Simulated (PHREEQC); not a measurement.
Make-up at 25 °C: 0.011 mol MgCl2, 1.4e-05 mol CO2 and 0.21 mol MgSO4 per kg of water. Closed to the air; pH follows from the charge balance.

The numbers come from PHREEQC with the ion-association model, wateq4f.dat.

```
Item                      Result
-----------------  -------------
pH                          5.86
ionic strength     0.376 mol/kgw
activity of water          0.994
```

```csv
species,molality,activity,log γ
MgSO4,0.124,0.136,0.038
Mg+2,0.0967,0.0293,-0.518
SO4-2,0.0857,0.0197,-0.638
Cl-,0.0220,0.0146,-0.178
CO2,8.41e-6,9.17e-6,0.038
HCO3-,4.10e-6,2.91e-6,-0.150
HSO4-,3.90e-6,2.68e-6,-0.164
H+,1.80e-6,1.40e-6,-0.111
MgHCO3+,1.48e-6,9.97e-7,-0.173
MgOH+,1.04e-7,7.58e-8,-0.135
OH-,1.09e-8,7.13e-9,-0.183
MgCO3,2.50e-9,2.73e-9,0.038
```

No solid was allowed to form. Species that the database lacks are ignored.
